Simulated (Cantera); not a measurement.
Input (Python, Cantera):

```python
import numpy as np
import cantera as ct

gas = ct.Solution("gri30.yaml", transport_model="multicomponent")
show = ['C2H2', 'NO', 'CH3']

rows = []
print(f"{'T/K':>7s}{'rho':>11s}{'cp':>10s}{'mu':>11s}{'lambda':>11s}{'Pr':>7s}" + "".join(f"{'D_' + s:>11s}" for s in show))
for T in [400, 650, 900, 1150, 1400, 1650, 1900, 2150]:
    gas.TPX = T, 620, {'CO2': 0.83, 'C3H8': 0.66}
    Pr = gas.cp_mass * gas.viscosity / gas.thermal_conductivity
    D = [gas.mix_diff_coeffs_mole[gas.species_index(s)] for s in show]
    rows.append([gas.density, gas.cp_mass, gas.viscosity, gas.thermal_conductivity, Pr, *D])
    print(f"{T:7g}{gas.density:11.4e}{gas.cp_mass:10.1f}{gas.viscosity:11.4e}"
          f"{gas.thermal_conductivity:11.4e}{Pr:7.3f}" + "".join(f"{d:11.4e}" for d in D))
print("SI units: kg/m3, J/kg/K, Pa s, W/m/K, m2/s")
```

Output:

```
    T/K        rho        cp         mu     lambda     Pr     D_C2H2       D_NO      D_CH3
    400 8.2115e-03    1468.3 1.4984e-05 2.7433e-02  0.802 2.9893e-03 3.6558e-03 4.1489e-03
    650 5.0532e-03    1981.0 2.2641e-05 5.5308e-02  0.811 7.2493e-03 8.5854e-03 9.8929e-03
    900 3.6496e-03    2332.3 2.9039e-05 8.3218e-02  0.814 1.2835e-02 1.4977e-02 1.7376e-02
   1150 2.8562e-03    2566.8 3.4642e-05 1.0920e-01  0.814 1.9566e-02 2.2651e-02 2.6372e-02
   1400 2.3461e-03    2736.7 3.9703e-05 1.3349e-01  0.814 2.7328e-02 3.1495e-02 3.6740e-02
   1650 1.9907e-03    2867.7 4.4372e-05 1.5640e-01  0.814 3.6047e-02 4.1427e-02 4.8384e-02
   1900 1.7287e-03    2967.1 4.8746e-05 1.7788e-01  0.813 4.5666e-02 5.2388e-02 6.1233e-02
   2150 1.5277e-03    3041.2 5.2891e-05 1.9796e-01  0.813 5.6144e-02 6.4331e-02 7.5230e-02
SI units: kg/m3, J/kg/K, Pa s, W/m/K, m2/s
```

Cantera simulation using GRI-Mech 3.0 (53 species, 325 reactions); the numbers are that mechanism's predictions, not measurements. The composition is frozen, though it would react at the higher temperatures.
